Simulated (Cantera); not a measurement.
A closed system holds: 1 mol SiCl4, 0.0044 mol C3H8, 36 mol H2, equilibrated at 100000 Pa.

Equilibrium computed with Cantera from the NASA thermochemical tables; the gas is ideal and each condensed phase is pure. Candidate condensed phases: C, C6H6, C7H8, C8H18, Si, SiC; 109 gas species. Mutual solubility and eutectic melting of coexisting phases are not modelled. The tables' values for SiCl3, SiCl are old estimates; treat these amounts as uncertain. Gases not in the tables: Si2H6 and higher silanes. Kinetics and transport are ignored.

log p: log10 of the partial pressure in bar; n: condensed amount in mol.

```csv
T (K),log p H2,log p HCl,log p H,log p SiCl2,n Si(s),n SiC(s),n Si(l)
1350,-0.03,-1.32,-5.64,-2.15,0.219,0.0125,0
1450,-0.04,-1.23,…,…,0.265,0.0126,0
1550,-0.04,-1.19,-4.52,-1.83,0.278,0.0126,0
1650,-0.04,-1.18,-4.06,-1.78,0.273,0.0127,0
1750,-0.04,-1.17,-3.65,-1.77,0,0.0126,0.301
1850,-0.04,-1.15,-3.29,-1.79,0,0.0126,0.349
1950,-0.04,-1.13,-2.96,-1.82,0,0.0124,0.389
2050,-0.04,-1.12,-2.67,-1.85,0,0.0120,0.421
2150,-0.04,-1.11,…,-1.87,0,…,0.440
2250,-0.05,-1.11,-2.15,-1.90,0,0.00692,0.442
2350,-0.05,-1.10,-1.93,-1.93,0,0,0.411
2450,-0.05,-1.10,-1.72,-1.96,0,0,0.315
```

Complete the blanks.


- 2150, log p H: -2.40
- 2150, n SiC(s): 0.0107
- 1450, log p H: -5.04
- 1450, log p SiCl2: -1.94
